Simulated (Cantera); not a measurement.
A closed system holds: 1 mol SiH2Cl2, 0.0041 mol Cl2, 11 mol N2, held at 1223 K and 100000 Pa.

These are equilibrium values from Cantera (NASA tables, ideal gas, pure condensed phases), not measurements of a reactor. Candidate condensed phases: NH4Cl, Si, Si3N4; 28 gas species. N2 is the only nitrogen source here; it is nearly inert below about 1500 K, so the nitride shown seldom forms there in practice. The tables' values for SiCl3 are old estimates; treat these amounts as uncertain. Equilibrium is a limit: real reactors are often held back by kinetics, nucleation or transport.

Base state: N2 0.853, HCl 0.0993, H2 0.0317, SiCl4 0.0158, SiCl3 0.000158, SiHCl3 0.000156, SiCl2 1.25e-5 (mole fractions); condensed: Si3N4(s).

### Question
What changes in the equilibrium state with this change: 1.5 mol HF added?

### Answer
```
species        before     after
-------------  ------  --------
N2              0.853     0.778
HCl            0.0993     0.118
H2             0.0317    0.0686
SiF4                0    0.0271
SiCl4          0.0158   0.00710
HF                  0  0.000593
SiHF3               0  0.000133
SiF3                0   4.09e-5
Si3N4(s), mol   0.267     0.175
```
The tables' values for SiCl3, SiF3 are old estimates; treat these amounts as uncertain.
